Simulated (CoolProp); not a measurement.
The fluid at 495.87 K and 2.52 MPa expands adiabatically to 0.22 MPa with isentropic efficiency 1. The same conditions are run with several fluids, on thermodynamics alone (safety and materials aside).

Model: reference Helmholtz-energy equation of state of each fluid (n-pentane: Thol 2019; R125: Lemmon 2005; R115: Lemmon 2016; ethane: Bücker 2006; methane: Setzmann 1991), in CoolProp.

| fluid | work (kJ/kg) | final temperature (K) | final density (kg/m³) |
|---|---|---|---|
| n-pentane | 115 | 427.4 | 4.61 |
| R125 | 74.5 | 414.0 | 7.75 |
| R115 | 57.8 | 422.1 | 9.81 |
| ethane | 284 | 365.7 | 2.19 |
| methane | 495 | 297.8 | 1.43 |
